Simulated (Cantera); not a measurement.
Charge: 1 mol Si, 0.0013 mol O2, 140 mol N2, equilibrated at 49.0 Pa.

Method: chemical equilibrium by Gibbs-energy minimisation in Cantera with the NASA 1993 tables (ideal gas, pure condensed phases). Candidate condensed phases: Si, SiO2, Si2N2O, Si3N4; 16 gas species. N2 is the only nitrogen source here; it is nearly inert below about 1500 K, so the nitride shown seldom forms there in practice. Mutual solubility and eutectic melting of coexisting phases are not modelled. The numbers say what is thermodynamically allowed, not how fast it happens. All values below are at 1325 K.

Base state: N2 1.000 (mole fractions); condensed: Si2N2O(s) + Si3N4(s).

**Question.** What changes in the equilibrium state with this change: pressure from 49.0 Pa to 0.240 Pa?

**Answer.** 
| species | before | after |
|---|---|---|
| N2 | 1.000 | 1.000 |
| Si | 2.99e-9 | 2.12e-5 |
| SiO | 1.76e-6 | 1.87e-5 |
| Si2N2O(s), mol | 0.00235 | 0 |
| Si3N4(s), mol | 0.332 | 0.331 |
